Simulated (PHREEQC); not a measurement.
Make-up at 25 °C: 0.0017 mol/kgw BaCl2. Closed to the air; pH follows from the charge balance.

The numbers come from PHREEQC with the ion-association model, phreeqc.dat.

| Property | Result |
|---|---|
| ionic strength | 0.00510 mol/kgw |
| specific conductance | 440 µS/cm |

```json
[
 {"species": "Cl-", "molality": "0.00340", "activity": "0.00315", "log γ": "-0.033"},
 {"species": "Ba+2", "molality": "0.00170", "activity": "0.00125", "log γ": "-0.132"},
 {"species": "H+", "molality": "1.08e-7", "activity": "1.01e-7", "log γ": "-0.030"},
 {"species": "OH-", "molality": "1.08e-7", "activity": "1.00e-7", "log γ": "-0.034"}
]
```

This is a speciation only: nothing precipitates in the calculation.
